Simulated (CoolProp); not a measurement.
Vapour-liquid equilibrium of dimethyl ether (1) + n-pentane (2) at 312.7 K; x and y are mole fractions of (1).

Computed with CoolProp (multi-fluid Helmholtz-energy mixture model, Wu 2011 and Thol 2019; pair parameters Bell 2016).

```
x      bubble pressure, mixture model (MPa)  bubble pressure, Raoult's law (MPa)  y, mixture model  y, Raoult's law
-----  ------------------------------------  -----------------------------------  ----------------  ---------------
0.05                                    [?]                               0.1522             0.213            0.289
0.125                                0.1903                               0.2096               [?]            0.524
0.2                                  0.2563                               0.2671             0.639            0.659
0.275                                0.3308                               0.3245             0.746            0.745
0.35                                 0.4077                               0.3819             0.813            0.806
0.425                                0.4814                               0.4393               [?]            0.851
0.5                                  0.5484                               0.4967               [?]            0.885
0.575                                0.6075                               0.5541               [?]            0.913
0.65                                 0.6594                               0.6115               [?]            0.935
0.725                                0.7061                               0.6689             0.940            0.953
0.8                                  0.7505                               0.7263             0.954            0.969
0.875                                0.7955                               0.7837             0.969            0.982
0.95                                    [?]                               0.8411             0.986            0.993
```

Problem. Fill in the missing entries.

Solution. 
- 0.05, bubble pressure, mixture model (MPa): 0.1387
- 0.125, y, mixture model: 0.469
- 0.425, y, mixture model: 0.857
- 0.5, y, mixture model: 0.887
- 0.575, y, mixture model: 0.909
- 0.65, y, mixture model: 0.926
- 0.95, bubble pressure, mixture model (MPa): 0.8440

The largest gap from Raoult's law is +10.4 % in bubble pressure, at x = 0.5. No azeotrope shows between x = 0.05 and 0.95.

The pair parameters rest on a limited set of measurements; away from them the model extrapolates. The gap from Raoult's law changes sign with composition, which may be real or a fault of the pair parameters; it wasn't checked against measurements.
